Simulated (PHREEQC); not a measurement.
Make-up at 48 °C: 0.3 mol/kgw AgF. Closed to the air; pH follows from the charge balance.

Computed with PHREEQC (ion-association model, wateq4f.dat).

No solid was allowed to form.

Predict the pH, ionic strength.

pH 7.76; ionic strength 0.252 mol/kgw.

In which forms is F present?

F- 84 %, AgF 16 % of the F.

Saturation is exceeded, for instance for Ag2O; the values hold only as long as no solid forms. Away from 25 °C the constants follow the database's enthalpies or fits; those with neither stay at their 25 °C values.
